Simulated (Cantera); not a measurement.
Feed: 1 mol Fe2O3, 0.77 mol C, 0.012 mol CO, at 135 Torr.

Cantera equilibrium calculation (NASA polynomials, part measured and part estimated; ideal gas, pure solids and liquids). Candidate condensed phases: C, Fe, Fe(CO)5, FeO, Fe2O3, Fe3O4; 15 gas species. The tables' stoichiometric FeO is somewhat more stable than real wüstite, so its field is too wide. FeO: taken at fixed stoichiometry. The numbers say what is thermodynamically allowed, not how fast it happens.

x: gas mole fraction; n: condensed amount in mol.

```csv
T (K),x CO,x CO2,x Fe,x FeO,x O,x O2,n FeO(s),n FeO(l)
1173,0.706,0.294,5.41e-11,<1e-12,<1e-12,<1e-12,2.00,0
1273,0.706,0.294,1.26e-9,1.10e-12,<1e-12,<1e-12,2.00,0
1373,0.706,0.294,1.83e-8,3.45e-11,<1e-12,<1e-12,2.00,0
1473,0.706,0.294,[?],[?],[?],[?],2.00,0
1573,0.706,0.294,1.36e-6,8.80e-9,3.36e-10,1.86e-10,2.00,0
1673,0.706,0.294,[?],[?],[?],[?],0,2.00
1773,0.706,0.294,3.26e-5,5.43e-7,3.37e-8,2.32e-8,0,2.00
```

Task: Complete the blanks.

Result: 
- 1473, x Fe: 1.83e-7
- 1473, x FeO: 6.70e-10
- 1473, x O: 2.09e-11
- 1473, x O2: 1.01e-11
- 1673, x Fe: 7.65e-6
- 1673, x FeO: 8.19e-8
- 1673, x O: 3.86e-9
- 1673, x O2: 2.40e-9
